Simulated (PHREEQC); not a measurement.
Consider water at 25 °C with 0.12 mol K2CO3, 0.0002 mol Fe(NO3)3 and 7e-05 mol H3BO3 per kg of water. Closed to the air; pH follows from the charge balance.

The numbers come from PHREEQC with the ion-association model, phreeqc.dat.

```
Quantity                      Value
--------------------  -------------
pH                            11.33
ionic strength        0.356 mol/kgw
activity of water             0.994
specific conductance    22900 µS/cm
density                 1.012 g/cm³
total alkalinity         240 meq/kg
```

```tsv
species	molality	activity	log γ
K+	0.240	0.160	-0.175
CO3-2	0.116	0.0297	-0.591
HCO3-	0.00414	0.00295	-0.148
OH-	0.00327	0.00216	-0.180
NO3-	0.000600	0.000386	-0.192
Fe(OH)4-	0.000199	0.000142	-0.148
H2BO3-	6.96e-5	5.09e-5	-0.136
Fe(OH)3	6.71e-7	7.28e-7	0.036
H3BO3	3.79e-7	4.12e-7	0.036
CO2	2.86e-8	3.10e-8	0.036
```

No solid was allowed to form. The solution is supersaturated, for example in Fe(OH)3(a), Hematite (slow to form), so a real one may precipitate; this is no full list.
